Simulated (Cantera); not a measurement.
Input: 1 mol V2O5, 1300 mol H2, 0.1 mol H2O, equilibrated at 2.50 bar.

Equilibrium computed with Cantera from the NASA thermochemical tables; the gas is ideal and each condensed phase is pure. Candidate condensed phases: H2O, V, VO, V2O3, V2O4, V2O5; 12 gas species. Mutual solubility and eutectic melting of coexisting phases are not modelled. VO: taken at fixed stoichiometry. Condensed phases not in the tables: the oxides between V2O3 and V2O5 other than VO2. Equilibrium is a limit: real reactors are often held back by kinetics, nucleation or transport.

x: gas mole fraction; n: condensed amount in mol.

```json
[
 {"T (K)": "925", "x H2": "0.998", "x H2O": "0.00162", "x H": "[?]", "n V2O3(s)": "1.00", "n VO(s)": "0"},
 {"T (K)": "975", "x H2": "0.998", "x H2O": "0.00162", "x H": "[?]", "n V2O3(s)": "1.00", "n VO(s)": "0"},
 {"T (K)": "1025", "x H2": "0.998", "x H2O": "0.00162", "x H": "[?]", "n V2O3(s)": "1.00", "n VO(s)": "0"},
 {"T (K)": "1075", "x H2": "0.998", "x H2O": "0.00162", "x H": "[?]", "n V2O3(s)": "1.00", "n VO(s)": "0"},
 {"T (K)": "1125", "x H2": "0.998", "x H2O": "0.00162", "x H": "[?]", "n V2O3(s)": "1.00", "n VO(s)": "0"},
 {"T (K)": "1175", "x H2": "0.998", "x H2O": "0.00162", "x H": "[?]", "n V2O3(s)": "1.00", "n VO(s)": "0"},
 {"T (K)": "1225", "x H2": "0.998", "x H2O": "0.00162", "x H": "[?]", "n V2O3(s)": "1.00", "n VO(s)": "0"},
 {"T (K)": "1275", "x H2": "0.998", "x H2O": "0.00162", "x H": "[?]", "n V2O3(s)": "1.00", "n VO(s)": "0"},
 {"T (K)": "1325", "x H2": "0.998", "x H2O": "0.00162", "x H": "[?]", "n V2O3(s)": "1.00", "n VO(s)": "0"},
 {"T (K)": "1375", "x H2": "0.998", "x H2O": "0.00171", "x H": "[?]", "n V2O3(s)": "0.882", "n VO(s)": "0.236"},
 {"T (K)": "1425", "x H2": "0.998", "x H2O": "0.00235", "x H": "[?]", "n V2O3(s)": "0.0484", "n VO(s)": "1.90"},
 {"T (K)": "1475", "x H2": "0.998", "x H2O": "0.00238", "x H": "[?]", "n V2O3(s)": "0", "n VO(s)": "2.00"}
]
```

### Question
Some entries are withheld; supply them.

### Answer

- 925, x H: 1.65e-10
- 975, x H: 7.23e-10
- 1025, x H: 2.75e-9
- 1075, x H: 9.27e-9
- 1125, x H: 2.81e-8
- 1175, x H: 7.75e-8
- 1225, x H: 1.97e-7
- 1275, x H: 4.66e-7
- 1325, x H: 1.03e-6
- 1375, x H: 2.17e-6
- 1425, x H: 4.31e-6
- 1475, x H: 8.19e-6
